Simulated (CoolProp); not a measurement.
A single-stage vapour-compression cycle with cyclopropane: evaporating at 296.15 K (dew point), condensing at 334.15 K (bubble point), superheat 2 K, subcooling 0 K, compressor efficiency 0.85, no pressure losses. Each further row changes one setting.

Values from CoolProp's reference Helmholtz-energy equation of state, Polt 1992. This equation is an older, rougher fit; its heat capacities, sound speeds and derivatives of the liquid may be far off and weren't checked against measurements.

```csv
case,cooling COP,pressure ratio,discharge temperature (K),refrigerating effect (kJ/kg),volumetric capacity (kJ/m³)
as stated,5.48,2.50,350.7,317,4220
evaporating temperature 301.15 K,6.53,2.19,(withheld),(withheld),4860
condensing temperature 329.15 K,6.49,2.25,344.4,330,4390
subcooling 5 K,5.70,2.50,350.7,330,4390
superheat 12 K,5.47,2.50,360.1,333,4210
compressor efficiency 0.75,(withheld),2.50,354.5,317,4220
```

Problem. Some entries are withheld; supply them.

Solution. 
- evaporating temperature 301.15 K, discharge temperature (K): 348.4
- evaporating temperature 301.15 K, refrigerating effect (kJ/kg): 321
- compressor efficiency 0.75, cooling COP: 4.83
